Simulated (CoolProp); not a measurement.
Vapour-liquid equilibrium of n-decane (1) + n-dodecane (2) at 33.25 °C; x and y are mole fractions of (1).

Values from CoolProp's multi-fluid Helmholtz-energy mixture model, Lemmon 2006 and Lemmon 2004; pair parameters Bell 2016.

Question: Give the bubble pressure and the first vapour's composition at x = 0.05, 0.35, 0.875. Is there an azeotrope?

Answer: x = 0.05: 0.0004878 bar, y = 0.324; x = 0.35: 0.001364 bar, y = 0.835; x = 0.875: 0.002830 bar, y = 0.984. No azeotrope shows between x = 0.05 and 0.95.

The pair parameters rest on a limited set of measurements; away from them the model extrapolates.
